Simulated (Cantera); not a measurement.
A closed system holds: 1 mol Zr, 11 mol NH3, 61 mol H2, 0.62 mol H2O, at 1952 °C and 130000 Pa.

Equilibrium computed with Cantera from the NASA thermochemical tables; the gas is ideal and each condensed phase is pure. Candidate condensed phases: H2O, Zr, ZrN, ZrO2; 28 gas species. Mutual solubility and eutectic melting of coexisting phases are not modelled. ZrN: taken at fixed stoichiometry. Condensed phases not in the tables: solid solutions among these carbides, nitrides and lower oxides. Kinetics and transport are ignored.

Base state: H2 0.933, N2 0.0617, H 0.00549, H2O 0.000247 (mole fractions); condensed: ZrN(s) + ZrO2(tetragonal).

**Question.** What changes in the equilibrium state with this change: temperature from 1952 °C to 2202 °C?

**Answer.** 
```tsv
species	before	after
H2	0.933	0.919
N2	0.0617	0.0612
H	0.00549	0.0189
H2O	0.000247	0.000446
ZrN(s), mol	0.700	0.709
ZrO2(tetragonal), mol	0.300	0.291
```

**Question.** What changes in the equilibrium state with this change: pressure from 130000 Pa to 10000 Pa?

**Answer.** 
```csv
species,before,after
H2,0.933,0.919
N2,0.0617,0.0613
H,0.00549,0.0196
H2O,0.000247,0.000128
"ZrN(s), mol",0.700,0.695
"ZrO2(tetragonal), mol",0.300,0.305
```
